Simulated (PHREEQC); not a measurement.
A PHREEQC input (ion-association model, phreeqc.dat):

```
SOLUTION 1
  temp 25
  units mg/L
  pH 6.69
  pe -0.8
  Na 0.103
  K 0.0777
  Ca 0.129
  Mg 0.0314
  Cl 0.341
  S(6) 0.159 as SO4
  Alkalinity 0.15 as HCO3
  Mn(2) 0.000237
  Li 0.000127
  Si 0.000291 as SiO2
  Ba 0.0481
END
USE solution 1
EQUILIBRIUM_PHASES 1
  Gypsu 0 0
  CO2(g) -2.5 10
END
```

It stops with these messages:

```
ERROR: Phase not found in database, Gypsu.
ERROR: Calculations terminating due to input errors.
```

The fault: the phase Gypsum misspelt. The line should read `Gypsum` where the input has `Gypsu`. With the mend the run ends at pH 5.24 and ionic strength 2.81e-5 mol/kgw.
